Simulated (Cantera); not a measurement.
**Calcination and drying: CaCO3 + H2 + C**

Feed: 1 mol CaCO3, 0.041 mol H2, 0.46 mol C, at 2148 K and 97.5 Torr.

Cantera equilibrium calculation (NASA polynomials, part measured and part estimated; ideal gas, pure solids and liquids). Candidate condensed phases: C, C6H6, C7H8, C8H18, Ca, CaCO3, CaO, Ca(OH)2, H2O; 115 gas species. The numbers say what is thermodynamically allowed, not how fast it happens.

```
Quantity                                   Result
--------------------------------------  ---------
x(CO)                                       0.632
x(CO2)                                      0.340
x(H2O)                                     0.0195
x(H2)                                     0.00712
x(H)                                     0.000975
x(OH)                                    0.000344
x(O2)                                     3.87e-5
x(O)                                      3.33e-5
x(Ca(OH)2)                                5.80e-6
n(CaO(s))                               1.000 mol
gas amount                              1.502 mol
log10 activity of C(graphite) (absent)      -5.69
log10 activity of Ca(l) (absent)            -7.17
```
